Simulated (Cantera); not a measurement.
Moist CO burnout

An isothermal, constant-pressure homogeneous reactor starts with 1.07 % CO, 1.46 % O2, 0.0896 % H2O, 97.4 % N2, equivalence ratio 0.37, at 900 K and 24000 Pa.

Cantera simulation using GRI-Mech 3.0 (53 species, 325 reactions); the numbers are that mechanism's predictions, not measurements.

```
t (s)         x CO     x O2     x H2O     x HO2     x CO2     x NO
--------  --------  -------  --------  --------  --------  -------
9.00e-6     0.0107   0.0146  0.000896    <1e-12    <1e-12   <1e-12
4.89e-5     0.0107   0.0146  0.000896    <1e-12    <1e-12   <1e-12
0.000265    0.0107   0.0146  0.000896    <1e-12    <1e-12   <1e-12
0.00144     0.0107   0.0146  0.000896    <1e-12  4.52e-12   <1e-12
0.00782     0.0107   0.0146  0.000896    <1e-12  2.63e-11   <1e-12
0.0424      0.0107   0.0146  0.000896  1.31e-11  1.96e-10   <1e-12
0.230       0.0107   0.0146  0.000896  3.14e-10   2.82e-9   <1e-12
1.25        0.0107   0.0146  0.000896   4.87e-8   5.89e-7   <1e-12
6.79       0.00660   0.0126  0.000885   7.06e-7   0.00413  1.26e-9
36.8      0.000358  0.00948  0.000899   2.23e-7    0.0104  5.78e-9
200        8.63e-6  0.00930  0.000901   2.53e-8    0.0108  4.02e-9
```
x: mole fraction; the columns are a selection and need not sum to one.

Equilibrium at this temperature and pressure: CO <1e-12, O2 0.00930, H2O 0.000901, HO2 1.01e-12, CO2 0.0108, NO 2.18e-6 (gas phase only).
